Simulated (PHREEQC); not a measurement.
Dissolve 0.0073 mol/kgw HBr and 0.0062 mol/kgw MnSO4 at 64 °C. Closed to the air; pH follows from the charge balance.

Equilibrium calculation in PHREEQC: ion-association model, phreeqc.dat.

Each row changes one thing in this solution. No solid was allowed to form.

| case | pH | ionic strength (mol/kgw) | Mn+2 (mol/kgw) | SO4-2 (mol/kgw) | HSO4- (mol/kgw) | MnSO4 (mol/kgw) |
|---|---|---|---|---|---|---|
| as made | 2.34 | 0.0225 | 0.00482 | 0.00276 | 0.00206 | 0.00138 |
| MnSO4 from 0.0062 to 0.00124 mol/kgw | 2.22 | 0.0107 | 0.00115 | 0.000546 | (withheld) | 8.91e-5 |
| HBr left out | 6.07 | 0.0166 | 0.00415 | 0.00415 | 6.08e-7 | 0.00205 |
| diluted 10-fold with water | 3.20 | 0.00284 | 0.000562 | 0.000496 | (withheld) | 5.84e-5 |
| MnSO4 from 0.0062 to 0.00682 mol/kgw | 2.35 | 0.0238 | 0.00522 | 0.00304 | 0.00218 | 0.00160 |
| MnSO4 from 0.0062 to 0.00558 mol/kgw | 2.33 | 0.0211 | 0.00441 | 0.00248 | 0.00193 | 0.00117 |
| temperature from 64 to 75 °C | 2.36 | 0.0218 | 0.00479 | 0.00246 | 0.00233 | 0.00141 |
| diluted 100-fold with water | 4.15 | 0.000315 | 6.09e-5 | 5.99e-5 | 1.01e-6 | 1.05e-6 |

Task: What belongs in the gaps?

Result: 
- MnSO4 from 0.0062 to 0.00124 mol/kgw, HSO4- (mol/kgw): 0.000605
- diluted 10-fold with water, HSO4- (mol/kgw): 6.58e-5

Complexes and solids missing from the database can't appear. Away from 25 °C the constants follow the database's enthalpies or fits; those with neither stay at their 25 °C values.
